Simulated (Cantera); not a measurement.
An isothermal, constant-pressure homogeneous reactor starts with H2 : O2 = 0.0054 : 1 (molar parts), at 1125 K and 10.00 Torr.

Cantera simulation using the H2/O2 subset of GRI-Mech 3.0, which has no nitrogen chemistry; the numbers are that mechanism's predictions, not measurements. Radical loss at walls, strong at low pressure, is not modelled.

x: mole fraction; the columns are a selection and need not sum to one.

| t (s) | x H2 | x O2 | x H2O2 | x H | x OH | x O | x H2O |
|---|---|---|---|---|---|---|---|
| 0.000800 | 0.00537 | 0.995 | <1e-12 | 1.58e-10 | 9.35e-10 | 1.16e-9 | 4.63e-10 |
| 0.00200 | 0.00537 | 0.995 | <1e-12 | 5.19e-10 | 4.23e-9 | 6.08e-9 | 4.47e-9 |
| 0.00500 | 0.00537 | 0.995 | 2.97e-12 | 7.37e-9 | 6.63e-8 | 1.02e-7 | 1.05e-7 |
| 0.0125 | 0.00528 | 0.995 | 2.79e-10 | 4.89e-6 | 4.25e-5 | 6.67e-5 | 7.20e-5 |
| 0.0313 | 3.34e-5 | 0.990 | ? | 0.000171 | 0.000391 | 0.00434 | 0.00506 |
| 0.0783 | 1.08e-5 | 0.991 | 1.05e-8 | 0.000108 | 0.000299 | 0.00360 | 0.00516 |
| 0.196 | 7.04e-6 | 0.992 | 1.02e-8 | 5.64e-5 | 0.000241 | 0.00232 | 0.00522 |
| 0.490 | 3.15e-6 | 0.993 | ? | 1.69e-5 | 0.000162 | 0.00104 | 0.00529 |
| 1.23 | 9.36e-7 | 0.994 | ? | 2.76e-6 | 8.89e-5 | 0.000310 | 0.00534 |
| 3.06 | 2.10e-7 | 0.995 | ? | 3.01e-7 | 4.25e-5 | 7.04e-5 | 0.00536 |
| 7.67 | 4.33e-8 | 0.995 | ? | 2.88e-8 | 1.95e-5 | 1.47e-5 | 0.00538 |
| 19.2 | 9.56e-9 | 0.995 | 4.46e-10 | 3.04e-9 | 9.23e-6 | 3.28e-6 | 0.00538 |
| 48.0 | 2.42e-9 | 0.995 | 1.32e-10 | 3.94e-10 | 4.67e-6 | 8.41e-7 | 0.00538 |
| 120 | 7.14e-10 | 0.995 | 4.18e-11 | 6.39e-11 | 2.55e-6 | 2.50e-7 | 0.00538 |
| 300 | 2.51e-10 | 0.995 | 1.54e-11 | 1.34e-11 | 1.51e-6 | 8.83e-8 | 0.00538 |

Problem. Fill in the missing entries.

Solution. 
- 0.0313, x H2O2: 1.52e-8
- 0.490, x H2O2: 9.24e-9
- 1.23, x H2O2: 7.04e-9
- 3.06, x H2O2: 3.90e-9
- 7.67, x H2O2: 1.48e-9
